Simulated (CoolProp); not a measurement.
A Linde-Hampson liquefier for nitrogen: isothermal reversible compression at 230 K from 1 atm to 15 MPa, throttling to 1 atm, return gas leaving the recuperator 2 K below the feed. Each further row changes one setting.

Model: reference Helmholtz-energy equation of state, Span 2000, in CoolProp.

```tsv
case	liquid yield per pass	compression work (kJ/kg of gas)
as stated	0.130	332
high pressure 30 MPa	0.181	380
warm-end temperature 260 K	0.090	381
warm-end gap 7 K	0.117	332
```
